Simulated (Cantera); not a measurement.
## Iron carbonyl, mercury and lead vapours: Pb + O2 + H2

A closed system holds: 1 mol Pb, 0.16 mol O2, 3.2 mol H2, at 0.00320 bar.

These are equilibrium values from Cantera (NASA tables, ideal gas, pure condensed phases), not measurements of a reactor. Candidate condensed phases: H2O, Pb, PbO, PbO2, Pb3O4; 12 gas species. Rates play no part.

| T (°C) | x H2 | x Pb | x H2O | x H | x PbO | n Pb(l) |
|---|---|---|---|---|---|---|
| 425 | 0.900 | 3.17e-7 | 0.100 | <1e-12 | <1e-12 | 1.000 |
| 500 | 0.900 | 7.22e-6 | 0.1000 | 1.52e-11 | <1e-12 | 1.000 |
| 575 | 0.900 | 9.35e-5 | 0.1000 | 3.19e-10 | 2.09e-12 | 1.000 |
| 650 | 0.899 | 0.000793 | 0.0999 | 4.10e-9 | 7.18e-11 | 0.997 |
| 725 | 0.896 | 0.00484 | 0.0995 | 3.60e-8 | 1.45e-9 | 0.984 |
| 800 | 0.879 | 0.0228 | 0.0977 | 2.32e-7 | 1.91e-8 | 0.925 |
| 875 | 0.821 | 0.0876 | 0.0912 | 1.15e-6 | 1.80e-7 | 0.693 |
| 950 | 0.686 | 0.238 | 0.0762 | 4.40e-6 | 1.08e-6 | 0 |
| 1025 | 0.686 | 0.238 | 0.0762 | 1.57e-5 | 2.17e-6 | 0 |
| 1100 | 0.686 | 0.238 | 0.0762 | 4.87e-5 | 4.05e-6 | 0 |
| 1175 | 0.686 | 0.238 | 0.0762 | 0.000135 | 7.09e-6 | 0 |
| 1250 | 0.685 | 0.238 | 0.0762 | 0.000338 | 1.17e-5 | 0 |
| 1325 | 0.685 | 0.238 | 0.0761 | 0.000779 | 1.86e-5 | 0 |
x: gas mole fraction; n: condensed amount in mol.

From 425 °C to 875 °C the condensed part is Pb(l). From 950 °C to 1325 °C nothing is condensed. The main Pb-bearing gas is Pb throughout.
